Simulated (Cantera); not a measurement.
# Equilibrium for halide evaporation, hydrolysis and transport: SrCl2 + H2O + H2

A closed system holds: 1 mol SrCl2, 0.61 mol H2O, 0.11 mol H2, at 1652 °C.

Method: chemical equilibrium by Gibbs-energy minimisation in Cantera with the NASA 1993 tables (ideal gas, pure condensed phases). Candidate condensed phases: H2O, Sr, SrCl2, SrO, Sr(OH)2; 20 gas species. Mutual solubility and eutectic melting of coexisting phases are not modelled. Condensed phases not in the tables: oxide chlorides. The numbers say what is thermodynamically allowed, not how fast it happens.

```json
[
 {"P (Pa)": "0.100", "x H2O": "0.0564", "x SrCl2": "0.215", "x H": "0.216", "x Cl": "0.160", "x H2": "0.0512", "x HCl": "0.0502", "x Sr": "0.0670", "x O": "0.0650", "x SrCl": "0.0585", "x O2": "0.0312", "x OH": "0.0206", "n SrO(s)": "0", "n SrCl2(l)": "0"},
 {"P (Pa)": "1.60", "x H2O": "0.223", "x SrCl2": "0.447", "x H": "0.0649", "x Cl": "0.0441", "x H2": "0.0737", "x HCl": "0.0666", "x Sr": "0.00712", "x O": "0.0111", "x SrCl": "0.0275", "x O2": "0.0146", "x OH": "0.0170", "n SrO(s)": "0.0598", "n SrCl2(l)": "0"},
 {"P (Pa)": "25", "x H2O": "0.290", "x SrCl2": "0.516", "x H": "0.0156", "x Cl": "0.0144", "x H2": "0.0662", "x HCl": "0.0816", "x Sr": "0.000314", "x O": "0.00103", "x SrCl": "0.00620", "x O2": "0.00197", "x OH": "0.00590", "n SrO(s)": "0.0777", "n SrCl2(l)": "0"},
 {"P (Pa)": "400", "x H2O": "0.307", "x SrCl2": "0.533", "x H": "0.00382", "x Cl": "0.00383", "x H2": "0.0639", "x HCl": "0.0853", "x Sr": "1.80e-5", "x O": "7.07e-5", "x SrCl": "0.00151", "x O2": "0.000148", "x OH": "0.00159", "n SrO(s)": "0.0754", "n SrCl2(l)": "0"},
 {"P (Pa)": "6300", "x H2O": "0.310", "x SrCl2": "0.537", "x H": "0.000963", "x Cl": "0.000976", "x H2": "0.0639", "x HCl": "0.0861", "x Sr": "1.13e-6", "x O": "4.54e-6", "x SrCl": "0.000379", "x O2": "9.60e-6", "x OH": "0.000404", "n SrO(s)": "0.0744", "n SrCl2(l)": "0"},
 {"P (Pa)": "100000", "x H2O": "0.753", "x SrCl2": "0.0610", "x H": "0.000358", "x Cl": "8.69e-5", "x H2": "0.140", "x HCl": "0.0452", "x Sr": "6.40e-8", "x O": "3.17e-7", "x SrCl": "3.04e-5", "x O2": "7.43e-7", "x OH": "0.000166", "n SrO(s)": "0.0176", "n SrCl2(l)": "0.934"}
]
```
x: gas mole fraction; n: condensed amount in mol.

At 0.100 Pa nothing is condensed. From 1.60 Pa to 6300 Pa the condensed part is SrO(s). At 100000 Pa the condensed part is SrCl2(l) + SrO(s). The main Sr-bearing gas is SrCl2 throughout. The share of Sr in condensed phases is highest at 100000 Pa (95.2 %) and lowest at 0.100 Pa (0.0 %).
